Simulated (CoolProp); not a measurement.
CH2F2 (R32) at 293.15 K and 12.8 MPa is throttled through a valve to 4.16 MPa with no heat exchange. Each further row changes one setting.

Values from CoolProp's reference Helmholtz-energy equation of state, Tillner-Roth 1997.

```csv
case,temperature change (K),final phase,final density (kg/m³)
as stated,-0.0,liquid,[?]
outlet pressure 1.25 MPa,-5.8,"two-phase, vapour fraction 0.035",505
outlet pressure 5.41 MPa,[?],liquid,[?]
```

Problem. Fill in the missing entries.

Solution. 
- as stated, final density (kg/m³): 996
- outlet pressure 5.41 MPa, temperature change (K): +0.0
- outlet pressure 5.41 MPa, final density (kg/m³): 1000
